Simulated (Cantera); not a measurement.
Charge: 1 mol SiC, 0.05 mol H₂O, 14 mol N₂, 0.71 mol O₂, at 1427 °C and 0.350 bar.

Cantera equilibrium calculation (NASA polynomials, part measured and part estimated; ideal gas, pure solids and liquids). Candidate condensed phases: C, C₆H₆, C₇H₈, C₈H₁₈, H₂O, Si, SiC, SiO₂, Si₂N₂O, Si₃N₄; 151 gas species. Equilibrium is a limit: real reactors are often held back by kinetics, nucleation or transport.

### Question
What is the equilibrium state?

### Answer
* **x(N₂)**: 0.930
* **x(CO)**: 0.0667
* **x(H₂)**: 0.00333
* **x(HCN)**: 0.000204
* **x(SiO)**: 0.000125
* **x(H)**: 1.44e-5
* **x(HNC)**: 6.10e-6
* **n(C(graphite))**: 0.0279 mol
* **n(Si₂N₂O(s))**: 0.499 mol
* **gas amount**: 14.52 mol
* **log10 activity of Si(l) (absent)**: -2.17
